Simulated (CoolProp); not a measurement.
Vapour-liquid equilibrium of carbon monoxide (1) + methane (2) at -164.05 °C; x and y are mole fractions of (1).

The numbers come from the multi-fluid Helmholtz-energy mixture model, Lemmon 2006 and Setzmann 1991; pair parameters Kunz 2012 in CoolProp.

Problem. Give the bubble pressure and the first vapour's composition at x = 0.35, 0.5, 0.65. Is there an azeotrope?

Solution. x = 0.35: 0.4571 MPa, y = 0.864; x = 0.5: 0.5961 MPa, y = 0.911; x = 0.65: 0.7164 MPa, y = 0.940. No azeotrope shows between x = 0.05 and 0.95.

The pair parameters rest on a limited set of measurements; away from them the model extrapolates.
